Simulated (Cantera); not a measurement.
A closed system holds: 1 mol Si, 3.7 mol HF, 1 mol H2, 6.3 mol NF3, at 16.0 mbar.

These are equilibrium values from Cantera (NASA tables, ideal gas, pure condensed phases), not measurements of a reactor. Candidate condensed phases: Si, Si3N4; 37 gas species. The numbers say what is thermodynamically allowed, not how fast it happens. All values below are at 1200 K.

Base state: F 0.542, HF 0.255, N2 0.141, SiF4 0.0447, F2 0.0177 (mole fractions); condensed: gas only.

### Question
What changes in the equilibrium state with this change: H2 from 1 to 2.2 mol?

### Answer
```csv
species,before,after
F,0.542,0.443
HF,0.255,0.360
N2,0.141,0.140
F2,0.0177,0.0119
SiF4,0.0447,0.0445
```
